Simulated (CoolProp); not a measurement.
A single-stage vapour-compression cycle with vinyl chloride: evaporating at 288.15 K (dew point), condensing at 336.15 K (bubble point), superheat 10 K, subcooling 8 K, compressor efficiency 0.9, no pressure losses. Each further row changes one setting.

Computed with CoolProp (reference Helmholtz-energy equation of state, Thol 2022).

```
case                              cooling COP  pressure ratio  discharge temperature (K)  refrigerating effect (kJ/kg)  volumetric capacity (kJ/m³)
--------------------------------  -----------  --------------  -------------------------  ----------------------------  ---------------------------
as stated                                4.71            3.69                      372.0                           278                         2150
evaporating temperature 293.15 K         5.44            3.15                      368.5                           281                         2520
condensing temperature 331.15 K          5.36               ?                      365.0                           286                         2210
subcooling 13 K                          4.85            3.69                      372.0                           286                         2210
superheat 20 K                           4.69            3.69                      382.4                             ?                            ?
compressor efficiency 0.8                4.19            3.69                      378.6                           278                         2150
```

Q: Fill in the missing entries.

A: 
- condensing temperature 331.15 K, pressure ratio: 3.28
- superheat 20 K, refrigerating effect (kJ/kg): 287
- superheat 20 K, volumetric capacity (kJ/m³): 2130
